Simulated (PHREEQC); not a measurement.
## Nickel, zinc or cadmium bath

A solution holds 0.086 mol/kgw CdSO4, 0.033 mol/kgw Na2SO4 and 0.28 mol/kgw H2SO4, at 25 °C. Closed to the air; pH follows from the charge balance.

All values are PHREEQC results (ion-association model, phreeqc.dat), not measurements.

The pH comes out as 0.68 and the ionic strength is 0.525 mol/kgw. The activity of water is 0.987 and the density comes out as 1.034 g/cm³. The total alkalinity is -560 meq/kg.

```
species  molality  activity   log γ
-------  --------  --------  ------
HSO4-       0.286     0.210  -0.134
H+          0.274     0.209  -0.118
Na+        0.0626    0.0449  -0.144
SO4-2      0.0512    0.0103  -0.696
Cd+2       0.0409    0.0119  -0.536
CdSO4      0.0314    0.0354   0.052
```

Precipitation was switched off in this run.
